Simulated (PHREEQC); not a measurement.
Make-up at 25 °C: 0.0017 mol CuSO4 and 5.7e-05 mol H2SO4 per kg of water. Closed to the air; pH follows from the charge balance.

Model: ion-association model, phreeqc.dat, run in PHREEQC.

Each row changes one thing in this solution. This is a speciation only: nothing precipitates in the calculation.

| case | pH | ionic strength (mol/kgw) | SO4-2 (mol/kgw) | Cu+2 (mol/kgw) | CuSO4 (mol/kgw) | HSO4- (mol/kgw) |
|---|---|---|---|---|---|---|
| as made | 4.02 | 0.00600 | 0.00151 | 0.00146 | 0.000237 | 1.10e-5 |
| diluted 2-fold with water | 4.29 | 0.00317 | 0.000798 | 0.000772 | 7.77e-5 | 3.29e-6 |
| CuSO4 from 0.0017 to 0.00017 mol/kgw | 3.96 | 0.000824 | 0.000219 | 0.000164 | 5.69e-6 | 2.10e-6 |
| H2SO4 from 5.7e-05 to 8.55e-05 mol/kgw | 3.84 | 0.00607 | 0.00153 | 0.00146 | 0.000240 | 1.67e-5 |
| diluted 10-fold with water | 4.95 | 0.000678 | 0.000171 | 0.000165 | 4.57e-6 | 1.69e-7 |
| H2SO4 from 5.7e-05 to 0.000114 mol/kgw | 3.72 | 0.00613 | 0.00155 | 0.00146 | 0.000242 | 2.25e-5 |

Complexes and solids missing from the database can't appear.
